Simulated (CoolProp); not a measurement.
Vapour-liquid equilibrium of R22 (1) + C3F8 (R218) (2) at 0.288 MPa; x and y are mole fractions of (1).

The numbers come from the multi-fluid Helmholtz-energy mixture model, Kamei 1995 and Lemmon 2006; pair parameters Bell 2016 in CoolProp.

| x | bubble temperature (K) | y at the bubble point | dew temperature at overall composition x (K) | liquid density (mol/L) |
|---|---|---|---|---|
| 0.05 | 259.7 | 0.129 | 261.4 | 8.244 |
| 0.2 | 254.3 | 0.371 | 258.1 | 8.994 |
| 0.35 | 251.8 | 0.494 | 254.7 | 9.807 |
| 0.5 | 250.9 | 0.565 | 251.7 | 10.74 |
| 0.65 | 250.8 | 0.620 | 250.9 | 11.87 |
| 0.8 | 251.5 | 0.693 | 253.3 | 13.24 |
| 0.95 | 254.7 | 0.871 | 256.4 | 14.85 |

y crosses x between x = 0.5 and 0.65: the model has an azeotrope there.

The pair parameters rest on a limited set of measurements; away from them the model extrapolates.
